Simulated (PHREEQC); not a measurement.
A solution holds 0.018 mol/kgw CuCl2, 0.0023 mol/kgw H2SO4 and 0.005 mol/kgw NaCl, at 85 °C. It is in equilibrium with CO2 at log p = -3.4 (atm). Otherwise closed; pH follows from the charge balance.

All values are PHREEQC results (ion-association model, phreeqc.dat), not measurements.

**Question.** The ionic strength comes out as 0.0505 mol/kgw. What activity coefficients do CuCl+, SO4-2, HSO4-, Cu+2, Na+ get?

**Answer.** CuCl+ 0.79, SO4-2 0.42, HSO4- 0.80, Cu+2 0.44, Na+ 0.80.

This is a speciation only: nothing precipitates in the calculation. At this temperature some constants are extrapolated from 25 °C, and those without enthalpy data are left unchanged.
